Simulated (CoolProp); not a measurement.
Vapour-liquid equilibrium of R125 (1) + R1234yf (2) at 10.75 °C; x and y are mole fractions of (1).

The numbers come from the multi-fluid Helmholtz-energy mixture model, Lemmon 2005 and Lemmon 2022; pair parameters Bell 2023 in CoolProp.

```json
[
 {"x": "0.05", "bubble pressure (kPa)": "471.2", "y at the bubble point": "0.090", "dew pressure at overall composition x (kPa)": "460.6", "liquid density (mol/L)": "10.03"},
 {"x": "0.15", "bubble pressure (kPa)": "517.5", "y at the bubble point": "0.247", "dew pressure at overall composition x (kPa)": "488.0", "liquid density (mol/L)": "10.08"},
 {"x": "0.25", "bubble pressure (kPa)": "564.0", "y at the bubble point": "0.380", "dew pressure at overall composition x (kPa)": "518.5", "liquid density (mol/L)": "10.13"},
 {"x": "0.35", "bubble pressure (kPa)": "610.7", "y at the bubble point": "0.496", "dew pressure at overall composition x (kPa)": "552.8", "liquid density (mol/L)": "10.18"},
 {"x": "0.45", "bubble pressure (kPa)": "657.7", "y at the bubble point": "0.597", "dew pressure at overall composition x (kPa)": "591.4", "liquid density (mol/L)": "10.23"},
 {"x": "0.55", "bubble pressure (kPa)": "705.3", "y at the bubble point": "0.687", "dew pressure at overall composition x (kPa)": "635.2", "liquid density (mol/L)": "10.29"},
 {"x": "0.65", "bubble pressure (kPa)": "753.6", "y at the bubble point": "0.768", "dew pressure at overall composition x (kPa)": "685.1", "liquid density (mol/L)": "10.34"},
 {"x": "0.75", "bubble pressure (kPa)": "802.5", "y at the bubble point": "0.841", "dew pressure at overall composition x (kPa)": "742.4", "liquid density (mol/L)": "10.40"},
 {"x": "0.85", "bubble pressure (kPa)": "852.4", "y at the bubble point": "0.909", "dew pressure at overall composition x (kPa)": "808.6", "liquid density (mol/L)": "10.46"},
 {"x": "0.95", "bubble pressure (kPa)": "903.1", "y at the bubble point": "0.971", "dew pressure at overall composition x (kPa)": "885.6", "liquid density (mol/L)": "10.53"}
]
```

No azeotrope shows between x = 0.05 and 0.95.

Pair parameters are fitted to limited data, so mixtures are less certain than the pure fluids.
